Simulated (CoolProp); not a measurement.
Vapour-liquid equilibrium of methanol (1) + ethylbenzene (2) at 462.7 K; x and y are mole fractions of (1).

Model: multi-fluid Helmholtz-energy mixture model, de Reuck 1993 and Zhou 2012; pair parameters Bell 2016, in CoolProp.

```tsv
x	bubble pressure (MPa)	y at the bubble point	dew pressure at overall composition x (MPa)	liquid density (mol/L)
0.05	0.6683	0.453	0.3718	6.828
0.2	1.354	0.722	0.4482	7.498
0.35	1.792	0.792	0.5578	8.326
0.5	2.123	0.832	0.7334	9.397
0.65	2.434	0.870	1.064	10.86
0.8	2.774	0.916	1.857	13.00
0.95	3.158	0.976	2.997	16.36
```

No azeotrope shows between x = 0.05 and 0.95.

The pair parameters rest on a limited set of measurements; away from them the model extrapolates.
